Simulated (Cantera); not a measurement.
Input: 1 mol SiH2Cl2, 3.3 mol NH3, held at 100 Torr.

These are equilibrium values from Cantera (NASA tables, ideal gas, pure condensed phases), not measurements of a reactor. Candidate condensed phases: NH4Cl, Si, Si3N4; 28 gas species. The tables' values for SiCl3 are old estimates; treat these amounts as uncertain. Equilibrium is a limit: real reactors are often held back by kinetics, nucleation or transport. All values below are at 1002 °C.

Base state: H2 0.630, HCl 0.242, N2 0.126, SiCl4 0.00226, SiHCl3 0.000238, SiCl3 0.000226, SiCl2 0.000147 (mole fractions); condensed: Si3N4(s).

What changes in the equilibrium state with this change: NH3 from 3.3 to 25 mol?


| species | before | after |
|---|---|---|
| H2 | 0.630 | 0.731 |
| N2 | 0.126 | 0.231 |
| HCl | 0.242 | 0.0390 |
| SiCl2 | 0.000147 | 2.20e-6 |
| SiCl4 | 0.00226 | 7.59e-7 |
| SiCl3 | 0.000226 | 5.07e-7 |
| SiHCl3 | 0.000238 | 5.75e-7 |
| Si3N4(s), mol | 0.326 | 0.333 |

What changes in the equilibrium state with this change: NH3 from 3.3 to 2.6 mol?


```tsv
species	before	after
H2	0.630	0.610
HCl	0.242	0.283
N2	0.126	0.101
SiCl4	0.00226	0.00522
SiCl3	0.000226	0.000439
SiHCl3	0.000238	0.000455
SiCl2	0.000147	0.000240
Si3N4(s), mol	0.326	0.320
```
